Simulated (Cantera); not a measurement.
A diamond (100) surface in a fixed gas of H2 with x(CH4) = 0.014, x(H) = 0.0041, x(CH3) = 0.00013, 0.0150 bar; coverages are run to steady state.

Cantera simulation using the Harris–Goodwin 1993 mechanism for the reconstructed diamond (100) surface; the numbers are that mechanism's predictions, not measurements.

θ: site fractions in the mechanism's names (c6HH fully hydrogenated, c6H* and c6*H radical sites, c6** diradical, c6HM methylated).

| T (K) | growth (µm/h) | θ c6HH | θ c6H* | θ c6*H | θ c6** | θ c6HM |
|---|---|---|---|---|---|---|
| 925 | [?] | 0.649 | 0.0119 | 0.305 | 0.00524 | 0.0227 |
| 975 | 0.827 | 0.606 | 0.0158 | 0.347 | 0.00781 | 0.0173 |
| 1025 | 0.884 | 0.566 | 0.0202 | 0.386 | 0.0111 | 0.0119 |
| 1075 | [?] | 0.528 | 0.0251 | 0.422 | 0.0153 | 0.00667 |
| 1125 | [?] | 0.493 | 0.0302 | 0.452 | 0.0201 | 0.00295 |
| 1175 | [?] | 0.459 | 0.0355 | 0.478 | 0.0256 | 0.00112 |
| 1225 | 0.276 | 0.428 | 0.0408 | 0.498 | 0.0317 | 0.000407 |
| 1275 | 0.266 | 0.401 | 0.0461 | 0.514 | 0.0381 | 0.000148 |
| 1325 | 0.268 | 0.376 | 0.0514 | 0.527 | 0.0448 | 5.41e-5 |
| 1375 | [?] | 0.355 | 0.0565 | 0.536 | 0.0515 | 1.97e-5 |

### Question
Fill in the missing entries.

### Answer

- 925, growth (µm/h): 0.671
- 1075, growth (µm/h): 0.756
- 1125, growth (µm/h): 0.522
- 1175, growth (µm/h): 0.349
- 1375, growth (µm/h): 0.236
